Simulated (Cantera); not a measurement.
Feed: 1 mol SiCl4, 1.4 mol H2O, 11 mol N2, 1.7 mol O3, equilibrated at 750 Torr.

Equilibrium computed with Cantera from the NASA thermochemical tables; the gas is ideal and each condensed phase is pure. Candidate condensed phases: H2O, NH4Cl, Si, SiO2, Si2N2O, Si3N4; 47 gas species. The tables hold silica as quartz up to 1696 K and as liquid above; real silica turns to tridymite and cristobalite and melts near 1996 K. The numbers say what is thermodynamically allowed, not how fast it happens.

log p: log10 of the partial pressure in bar; n: condensed amount in mol.

| T (°C) | log p N2 | log p HCl | log p O2 | log p Cl2 | log p H2O | log p Cl | n SiO2(α-quartz) | n SiO2(β-quartz) |
|---|---|---|---|---|---|---|---|---|
| 352 | -0.16 | -1.50 | -0.98 | -0.96 | -1.15 | [?] | 1.00 | 0 |
| 402 | -0.17 | -1.35 | -0.97 | -0.99 | -1.19 | [?] | 1.00 | 0 |
| 452 | -0.17 | -1.24 | -0.96 | -1.02 | -1.24 | [?] | 1.00 | 0 |
| 502 | -0.17 | -1.15 | -0.95 | -1.06 | -1.29 | [?] | 1.00 | 0 |
| 552 | -0.17 | -1.08 | -0.94 | -1.09 | -1.35 | [?] | 1.00 | 0 |
| 602 | -0.17 | -1.02 | -0.93 | -1.12 | -1.42 | [?] | 0 | 1.00 |
| 652 | -0.17 | -0.98 | -0.92 | -1.16 | -1.48 | [?] | 0 | 1.00 |
| 702 | -0.17 | -0.94 | -0.91 | -1.19 | -1.55 | [?] | 0 | 1.00 |
| 752 | -0.17 | -0.92 | -0.90 | -1.22 | -1.61 | [?] | 0 | 1.00 |
| 802 | -0.18 | -0.89 | -0.90 | -1.24 | -1.68 | [?] | 0 | 1.00 |
| 852 | -0.18 | -0.87 | -0.90 | -1.27 | -1.74 | [?] | 0 | 1.00 |
| 902 | -0.18 | -0.86 | -0.89 | -1.29 | -1.81 | [?] | 0 | 1.00 |

### Question
Some entries are withheld; supply them.

### Answer

- 352, log p Cl: -7.76
- 402, log p Cl: -7.02
- 452, log p Cl: -6.37
- 502, log p Cl: -5.82
- 552, log p Cl: -5.33
- 602, log p Cl: -4.90
- 652, log p Cl: -4.52
- 702, log p Cl: -4.17
- 752, log p Cl: -3.86
- 802, log p Cl: -3.58
- 852, log p Cl: -3.32
- 902, log p Cl: -3.09
